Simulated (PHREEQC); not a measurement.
Reverse-osmosis reject (model solution)

Model water analysis in mmol/kgw, 25 °C, pH 7.92: Na 63; K 0.701; Ca 4.18; Mg 8.57; Cl 89; S(6) 1.22; Alkalinity (meq/kgw) 0.476; Si 0.0364.

Valence states are taken as typed.

Computed with PHREEQC (Pitzer model, pitzer.dat).

- ionic strength = 0.104 mol/kgw
- specific conductance = 9420 µS/cm
- density = 1.001 g/cm³
- osmotic coefficient = 0.916
- charge-balance error = -1.5 %

```csv
species,molality,activity,log γ
Cl-,0.0890,0.0681,-0.117
Na+,0.0630,0.0496,-0.104
Mg+2,0.00856,0.00327,-0.418
Ca+2,0.00418,0.00154,-0.435
SO4-2,0.00122,0.000324,-0.576
K+,0.000701,0.000543,-0.111
HCO3-,0.000456,0.000382,-0.077
H4SiO4,3.58e-5,3.63e-5,0.006
CO2,9.96e-6,1.01e-5,0.006
CO3-2,5.02e-6,1.45e-6,-0.538
MgCO3,4.03e-6,4.03e-6,0.000
OH-,1.16e-6,8.40e-7,-0.139
H3SiO4-,6.22e-7,4.44e-7,-0.146
MgOH+,4.72e-7,4.21e-7,-0.049
```

No solid was allowed to form.
